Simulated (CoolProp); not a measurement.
Properties of methanol at several states.

The numbers come from the reference Helmholtz-energy equation of state, de Reuck 1993 in CoolProp.

```json
[
 {"T (°C)": "29.15", "p (MPa)": "1.8", "phase": "liquid", "cv (kJ/(kg K))": "2.130", "expansivity (1/kK)": "1.188", "viscosity (µPa s)": "518"},
 {"T (°C)": "-46.35", "p (MPa)": "0.0324", "phase": "liquid", "cv (kJ/(kg K))": "1.814", "expansivity (1/kK)": "1.140", "viscosity (µPa s)": "2060"},
 {"T (°C)": "-68.25", "p (MPa)": "0.0389", "phase": "liquid", "cv (kJ/(kg K))": "1.774", "expansivity (1/kK)": "1.135", "viscosity (µPa s)": "3820"},
 {"T (°C)": "313.15", "p (MPa)": "0.0965", "phase": "gas", "cv (kJ/(kg K))": "1.813", "expansivity (1/kK)": "1.717", "viscosity (µPa s)": "19.3"},
 {"T (°C)": "19.45", "p (MPa)": "0.191", "phase": "liquid", "cv (kJ/(kg K))": "2.077", "expansivity (1/kK)": "1.182", "viscosity (µPa s)": "590"},
 {"T (°C)": "45.35", "p (MPa)": "4.34", "phase": "liquid", "cv (kJ/(kg K))": "2.224", "expansivity (1/kK)": "1.208", "viscosity (µPa s)": "423"}
]
```

Viscosity comes from a separate model (Xiang 2006).
